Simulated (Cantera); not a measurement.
A closed system holds: 1 mol C3H8, 0.035 mol NH3, 13 mol H2, 0.033 mol H2O, at 2202 °C and 45.8 Torr.

Equilibrium computed with Cantera from the NASA thermochemical tables; the gas is ideal and each condensed phase is pure. Candidate condensed phases: C, C6H6, C7H8, C8H18, H2O; 136 gas species. Kinetics and transport are ignored.

Task: What is the equilibrium state?

Result: 
```
Item                    Result
-------------------  ---------
x(H2)                    0.901
x(H)                    0.0865
x(C2H2 (acetylene))    0.00876
x(CO)                  0.00184
x(HCN)                 0.00115
x(N2)                 0.000333
x(HNC)                0.000131
x(C2H)                 5.72e-5
x(C4H2)                3.52e-5
n(C(graphite))        2.62 mol
gas amount           17.91 mol
```
